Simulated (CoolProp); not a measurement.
The fluid at 431.99 K and 3.54 MPa is throttled through a valve to 1.52 MPa with no heat exchange. The same conditions are run with several fluids, on thermodynamics alone (safety and materials aside).

The numbers come from the reference Helmholtz-energy equation of state of each fluid (n-decane: Lemmon 2006; n-undecane: Aleksandrov 2011; p-xylene: Zhou 2012; cyclopentane: Gedanitz 2015; n-heptane: Span 2003) in CoolProp.

| fluid | temperature change (K) | final density (kg/m³) |
|---|---|---|
| n-decane | +0.5 | 620 |
| n-undecane | +0.5 | 634 |
| p-xylene | +0.5 | 734 |
| cyclopentane | -0.2 | 581 |
| n-heptane | +0.2 | 554 |
